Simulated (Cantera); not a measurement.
What does this Cantera script print?

```python
import numpy as np
import cantera as ct

gas_names = """
    B BF BF2 BF3 BN B2 F F2 N NF NF2 NF3 N2
""".split()
cond_names = """
    B(b) B(L) BN(s)
""".split()


# ... load() reads the species with a 1 bar reference pressure and builds the phases ...
atoms = {
    'BF3': {'B': 1, 'F': 3},
    'N2': {'N': 2},
}
top_T = {'BN(s)': 3200}  # K; cautious upper limits of use, not melting points


# ... equilibrate(T, P, feed) seeds the gas with the atoms and calls Mixture.equilibrate('TP', solver="vcs", rtol=1e-11, max_steps=5000) ...
results = []
feed = {'BF3': 1, 'N2': 6.8}  # mol
T = 2023  # K
P = 2600  # Pa
mix = equilibrate(T, P, feed)
results.append((T, P, feed, dict(zip(mix.species_names, mix.species_moles))))
x = sorted(zip(gas.X, gas.species_names), reverse=True)
print(f"T = {T:g} K  P = {P:g} Pa  gas = {mix.phase_moles(0):.4g} mol")
print("   x: " + "  ".join(f"{s} {v:.3e}" for v, s in x if v > 0.0001))
print("   condensed (mol): " + ("  ".join(f"{mix.phase(i).name} {mix.phase_moles(i):.4g}"
      for i in range(1, mix.n_phases) if mix.phase_moles(i) > 1e-12) or "none"))
```

It prints:

```
T = 2023 K  P = 2600 Pa  gas = 7.802 mol
   x: N2 8.716e-01  BF3 1.279e-01  F 2.362e-04  BF2 2.357e-04
   condensed (mol): none
```

These are equilibrium values from Cantera (NASA tables, ideal gas, pure condensed phases), not measurements of a reactor. The tables' values for BF2 are old estimates; treat these amounts as uncertain.
